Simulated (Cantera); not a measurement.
Equilibrium for titanium nitride, carbide and oxide coatings: Ti(OiPr)4 + CH4 + H2

Charge: 1 mol Ti(OiPr)4, 0.15 mol CH4, 5.1 mol H2, at 1473.15 K and 750 Torr.

Cantera equilibrium calculation (NASA polynomials, part measured and part estimated; ideal gas, pure solids and liquids). Candidate condensed phases: C, C6H6, C7H8, C8H18, H2O, Ti, TiC, TiO, TiO2, Ti2O3, Ti3O5, Ti4O7; 113 gas species. The feed counts by its element totals alone. TiC: taken at fixed stoichiometry. Kinetics and transport are ignored.

```yaml
x(H2): 0.827
x(CO): 0.171
x(CH4): 0.00200
x(H2O): 0.000296
x(CO2): 2.47e-5
x(H): 1.15e-5
x(C2H2 (acetylene)): 5.39e-6
x(C2H4): 1.67e-6
n(C(graphite)): 7.11 mol
n(TiC(s)): 1.00 mol
gas_amount: 23.35 mol
log10 activity of Ti3O5(s) (absent): -0.06
log10 activity of Ti2O3(s) (absent): -0.07
log10 activity of Ti4O7(s) (absent): -0.40
```
